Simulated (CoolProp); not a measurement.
Vapour-liquid equilibrium of R22 (1) + R134a (2) at -85.75 °C; x and y are mole fractions of (1).

Computed with CoolProp (multi-fluid Helmholtz-energy mixture model, Kamei 1995 and Tillner-Roth 1994; pair parameters Bell 2016).

**Question.** Give the bubble pressure and the first vapour's composition at x = 0.15, 0.85, 0.95. Is there an azeotrope?

**Answer.** x = 0.15: 0.03153 bar, y = 0.390; x = 0.85: 0.06176 bar, y = 0.934; x = 0.95: 0.06557 bar, y = 0.978. No azeotrope shows between x = 0.05 and 0.95.

The pair parameters rest on a limited set of measurements; away from them the model extrapolates.
